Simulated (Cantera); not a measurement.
A closed system holds: 1 mol SiCl₄, a varied amount of HCl, 990 mol H₂, at 1848 K and 800 Pa.

These are equilibrium values from Cantera (NASA tables, ideal gas, pure condensed phases), not measurements of a reactor. Candidate condensed phases: Si; 19 gas species. The tables' values for SiCl are old estimates; treat these amounts as uncertain. Gases not in the tables: Si₂H₆ and higher silanes. Rates play no part.

At 4.5 mol HCl, list the 4 most abundant gas species with their mole fractions, and the condensed phases.

H₂ 0.985, HCl 0.00809, H 0.00588, Si 0.000689. Condensed: gas only.
